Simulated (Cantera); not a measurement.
Reactions in the system Al-H-N

Cantera with NASA thermochemical tables; ideal gases at 1 bar, condensed phases pure. Values are per mole of reaction as written; species without (g) are pure solids or liquids, kept so even where they would boil at 1 bar.

2 Al + 2 NH₃(g) ⇌ 3 H₂(g) + 2 AlN

| T (K) | ΔH° (kJ) | ΔS° (J/K) | ΔG° (kJ) | log10 K |
|---|---|---|---|---|
| 1823 | -544.9 | 1.9 | -548.4 | 15.71 |
| 1898 | -545.0 | 1.9 | -548.5 | 15.10 |
| 1973 | -545.2 | 1.8 | -548.7 | 14.53 |
| 2048 | -545.4 | 1.7 | -548.8 | 14.00 |
| 2123 | -545.6 | 1.6 | -548.9 | 13.51 |
| 2198 | -545.9 | 1.4 | -549.0 | 13.05 |
